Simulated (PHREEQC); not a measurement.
Silver or lead bath: speciation

Make-up at 55 °C: 0.0013 mol PbCl2, 6.5e-05 mol HNO3 and 0.0044 mol Zn(NO3)2 per kg of water. It is in equilibrium with CO2 at log p = -1 (atm). Otherwise closed; pH follows from the charge balance.

The numbers come from PHREEQC with the ion-association model, wateq4f.dat.

The pH is 4.10. The ionic strength is 0.0167 mol/kgw and the total alkalinity is -0.0650 meq/kg.

| species | molality | activity | log γ |
|---|---|---|---|
| NO3- | 0.00878 | 0.00762 | -0.062 |
| Zn+2 | 0.00434 | 0.00261 | -0.222 |
| Cl- | 0.00242 | 0.00211 | -0.060 |
| CO2 | 0.00178 | 0.00178 | 0.002 |
| Pb+2 | 0.00109 | 0.000634 | -0.236 |
| PbCl+ | 0.000120 | 0.000105 | -0.059 |
| H+ | 8.98e-5 | 8.00e-5 | -0.050 |
| PbNO3+ | 8.18e-5 | 7.14e-5 | -0.059 |
| ZnCl+ | 5.64e-5 | 4.92e-5 | -0.059 |
| HCO3- | 1.31e-5 | 1.15e-5 | -0.057 |
| PbHCO3+ | 6.64e-6 | 5.80e-6 | -0.059 |
| ZnHCO3+ | 4.33e-6 | 3.78e-6 | -0.059 |

No solid was allowed to form. At this temperature some constants are extrapolated from 25 °C, and those without enthalpy data are left unchanged.
